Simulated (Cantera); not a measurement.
Feed: 1 mol SiHCl3, 0.39 mol HCl, 46 mol H2, equilibrated at 5.03 Torr.

Equilibrium computed with Cantera from the NASA thermochemical tables; the gas is ideal and each condensed phase is pure. Candidate condensed phases: Si; 19 gas species. Gases not in the tables: Si2H6 and higher silanes. Kinetics and transport are ignored.

Problem. Which condensed phases are stable at each of these points (T (K)): 1375, 1525, 1675, 1825, 1975, 2125, 2275, 2425?

Solution. 
| T (K) | condensed phases | Si condensed (%) |
|---|---|---|
| 1375 | Si(s) | 57.9 |
| 1525 | Si(s) | 55.0 |
| 1675 | Si(s) | 52.0 |
| 1825 | Si(l) | 53.0 |
| 1975 | Si(l) | 33.7 |
| 2125 | gas only | 0.0 |
| 2275 | gas only | 0.0 |
| 2425 | gas only | 0.0 |

From 1375 K to 1675 K the condensed part is Si(s). From 1825 K to 1975 K the condensed part is Si(l). From 2125 K to 2425 K nothing is condensed.
